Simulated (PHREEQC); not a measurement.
Make-up at 22 °C: 9.8e-05 mol Ca(OH)2 and 0.23 mol TMAH per kg of water. Closed to the air; pH follows from the charge balance.

Equilibrium calculation in PHREEQC: ion-association model, phreeqc.dat.

```tsv
quantity	before	after
pH	13.30	13.57
CaOH+ (mol/kgw)	5.70e-5	6.75e-5
Ca+2 (mol/kgw)	4.10e-5	3.05e-5
```

**Question.** Which change was made?
(A) Ca(OH)2 from 9.8e-05 to 4.9e-05 mol/kgw
(B) Ca(OH)2 replaced by CaSO4 at the same molality
(C) diluted 100-fold with water
(D) temperature from 22 to 45 °C
(E) TMAH from 0.23 to 0.46 mol/kgw

**Answer.** E, TMAH from 0.23 to 0.46 mol/kgw

No solid was allowed to form. (CH3)4N+ isn't in the database: it is added as a free cation with an ion size of 4 Å.
